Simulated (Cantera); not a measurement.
# Hydrocarbon pyrolysis for carbon deposition

A perfectly stirred reactor is fed with C2H4 : H2 : N2 = 1 : 24 : 0.23 (molar parts), at 760 Torr; it is held at 1575 K, and followed from long to short residence time.

Detailed kinetics in Cantera: GRI-Mech 3.0 (53 species, 325 reactions). GRI-Mech 3.0 was tuned for natural gas; its chemistry of ethylene as a main component is partial and can be far from experiment. GRI-Mech 3.0 stops at C3 and has no aromatics, soot or wall deposition, so with more carbon than oxygen in the feed, carbon stays in small species such as C2H2 where larger ones or solid carbon would form.

```json
[
 {"τ (s)": "0.74", "x C2H4": "0.00298", "x H2": "0.937", "x C2H6": "9.51e-6", "x C2H": "3.02e-9", "x H": "4.40e-5", "x CH4": "0.0287", "x C2H2": "0.0220"},
 {"τ (s)": "0.38", "x C2H4": "0.00345", "x H2": "0.941", "x C2H6": "1.01e-5", "x C2H": "3.60e-9", "x H": "4.69e-5", "x CH4": "0.0219", "x C2H2": "0.0247"},
 {"τ (s)": "0.19", "x C2H4": "0.00401", "x H2": "0.944", "x C2H6": "1.12e-5", "x C2H": "4.32e-9", "x H": "5.13e-5", "x CH4": "0.0154", "x C2H2": "0.0271"},
 {"τ (s)": "0.098", "x C2H4": "0.00462", "x H2": "0.947", "x C2H6": "1.28e-5", "x C2H": "5.05e-9", "x H": "5.67e-5", "x CH4": "0.0105", "x C2H2": "0.0288"},
 {"τ (s)": "0.050", "x C2H4": "0.00542", "x H2": "0.949", "x C2H6": "1.53e-5", "x C2H": "5.73e-9", "x H": "6.28e-5", "x CH4": "0.00715", "x C2H2": "0.0296"},
 {"τ (s)": "0.025", "x C2H4": "0.00666", "x H2": "0.950", "x C2H6": "1.91e-5", "x C2H": "6.24e-9", "x H": "6.89e-5", "x CH4": "0.00489", "x C2H2": "0.0294"},
 {"τ (s)": "0.013", "x C2H4": "0.00855", "x H2": "0.951", "x C2H6": "2.48e-5", "x C2H": "6.39e-9", "x H": "7.35e-5", "x CH4": "0.00351", "x C2H2": "0.0282"},
 {"τ (s)": "0.0066", "x C2H4": "0.0117", "x H2": "0.951", "x C2H6": "3.40e-5", "x C2H": "6.04e-9", "x H": "7.66e-5", "x CH4": "0.00255", "x C2H2": "0.0256"}
]
```
x: mole fraction; the columns are a selection and need not sum to one.
